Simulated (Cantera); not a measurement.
What does this Cantera script print?

```python
import numpy as np
import cantera as ct

surf = ct.Interface("ptcombust.yaml", "Pt_surf")
gas = surf.adjacent["gas"]
gas.TPX = 300, 4900, {'CH4': 0.038, 'O2': 0.12, 'N2': 0.79}
jet = ct.ImpingingJet(gas=gas, width=0.032, surface=surf)
jet.inlet.mdot, jet.inlet.T, jet.inlet.X = 0.049, 300, {'CH4': 0.038, 'O2': 0.12, 'N2': 0.79}
jet.set_refine_criteria(ratio=10, slope=0.2, curve=0.3)
show, cover = ['CH4', 'O2', 'H2O', 'OH', 'CO', 'CO2'], ["PT(S)", "H(S)", "O(S)", "OH(S)", "CO(S)", "C(S)"]

rows = []
print(f"{'Ts/K':>7s}" + "".join(f"{s:>11s}" for s in show + cover) + "   (gas at the wall, coverages)")
for i, Ts in enumerate([950, 1000, 1050, 1100, 1150, 1200, 1250]):
    jet.surface.T = Ts
    if i == 0:
        surf.TP = Ts, 4900
        surf.coverages = "PT(S):0.5, O(S):0.5"
        surf.advance_coverages(1.0)
        jet.set_initial_guess(products="inlet")
    jet.solve(loglevel=0, auto=(i == 0))
    rows.append([*(jet.X[gas.species_index(s), -1] for s in show), *surf[cover].coverages])
    print(f"{Ts:7g}" + "".join(f"{x:11.3e}" for x in rows[-1]))
```

Result:

```
   Ts/K        CH4         O2        H2O         OH         CO        CO2      PT(S)       H(S)       O(S)      OH(S)      CO(S)       C(S)   (gas at the wall, coverages)
    950  2.438e-02  9.302e-02  2.935e-02  1.134e-07  1.428e-05  1.927e-02  3.133e-01  1.751e-07  6.857e-01  9.588e-04  9.404e-06  4.502e-08
   1000  1.962e-02  8.294e-02  3.811e-02  3.179e-07  1.584e-05  2.508e-02  3.916e-01  3.838e-07  6.075e-01  9.560e-04  7.156e-06  4.474e-08
   1050  1.586e-02  7.498e-02  4.499e-02  7.823e-07  1.741e-05  2.966e-02  4.684e-01  7.384e-07  5.307e-01  8.982e-04  5.345e-06  4.255e-08
   1100  1.305e-02  6.910e-02  5.008e-02  1.724e-06  1.933e-05  3.303e-02  5.414e-01  1.292e-06  4.578e-01  8.121e-04  4.026e-06  3.993e-08
   1150  1.100e-02  6.482e-02  5.373e-02  3.474e-06  2.185e-05  3.548e-02  6.092e-01  2.105e-06  3.901e-01  7.160e-04  3.101e-06  3.758e-08
   1200  9.494e-03  6.175e-02  5.634e-02  6.495e-06  2.524e-05  3.723e-02  6.711e-01  3.254e-06  3.283e-01  6.206e-04  2.462e-06  3.586e-08
   1250  8.391e-03  5.958e-02  5.817e-02  1.139e-05  2.983e-05  3.845e-02  7.264e-01  4.819e-06  2.731e-01  5.312e-04  2.018e-06  3.481e-08
```

Cantera simulation using Deutschmann's 1995 Pt surface mechanism with GRI-Mech 3.0 gas chemistry; the numbers are that mechanism's predictions, not measurements. Catalytic surfaces can have several steady states; this one follows from the mechanism file's or the stated starting coverage.
